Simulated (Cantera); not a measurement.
Feed: 1 mol CH₃F, 2.2 mol HCl, 14 mol H₂, equilibrated at 0.600 Torr.

Equilibrium computed with Cantera from the NASA thermochemical tables; the gas is ideal and each condensed phase is pure. Candidate condensed phases: C, C₆H₆, C₇H₈, C₈H₁₈; 118 gas species. Equilibrium is a limit: real reactors are often held back by kinetics, nucleation or transport. All values below are at 1125 K.

Base state: H₂ 0.824, HCl 0.121, HF 0.0549, CH₄ 1.57e-5 (mole fractions); condensed: C(graphite).

What changes in the equilibrium state with this change: pressure from 0.600 Torr to 100 Torr?


```json
[
 {"species": "H₂", "before": "0.824", "after": "0.821"},
 {"species": "HCl", "before": "0.121", "after": "0.121"},
 {"species": "HF", "before": "0.0549", "after": "0.0551"},
 {"species": "CH₄", "before": "1.57e-5", "after": "0.00259"},
 {"species": "C(graphite), mol", "before": "1.000", "after": "0.953"}
]
```
